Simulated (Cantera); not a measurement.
Charge: 1 mol SiH₄, 1.1 mol NO, 2.5 mol N₂, equilibrated at 1527 °C and 1.00 bar.

Method: chemical equilibrium by Gibbs-energy minimisation in Cantera with the NASA 1993 tables (ideal gas, pure condensed phases). Candidate condensed phases: H₂O, Si, SiO₂, Si₂N₂O, Si₃N₄; 35 gas species. Mutual solubility and eutectic melting of coexisting phases are not modelled. The tables hold silica as quartz up to 1696 K and as liquid above; real silica turns to tridymite and cristobalite and melts near 1996 K. Kinetics and transport are ignored.

### Question
What is the equilibrium state?

### Answer
x(N₂): 0.578
x(H₂): 0.419
x(SiO): 0.00207
x(H₂O): 0.000444
x(H): 0.000232
x(NH₃): 6.02e-6
n(SiO₂(condensed)): 0.395 mol
n(Si₂N₂O(s)): 0.297 mol
gas amount: 4.763 mol
log10 activity of Si(l) (absent): -2.62
